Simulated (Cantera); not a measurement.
Mixture: 13.6 % CH₄, 18.1 % O₂, 68.3 % N₂, at 0.987 atm, adiabatic and at constant volume. Ignition delay is the time to a rise of 400 K.

Detailed kinetics in Cantera: GRI-Mech 3.0 (53 species, 325 reactions).

### Question
Predict: delay at 1025 K; delay at 1125 K; delay at 1225 K; delay at 1325 K; delay at 1425 K; delay at 1525 K; delay at 1625 K; apparent activation energy between 1425 and 1625 K.

### Answer
```json
{
  "delay at 1025 K": "0.866 s",
  "delay at 1125 K": "0.167 s",
  "delay at 1225 K": "38.0 ms",
  "delay at 1325 K": "9.96 ms",
  "delay at 1425 K": "2.96 ms",
  "delay at 1525 K": "1.01 ms",
  "delay at 1625 K": "0.398 ms",
  "apparent activation energy between 1425 and 1625 K": "190 kJ/mol"
}
```
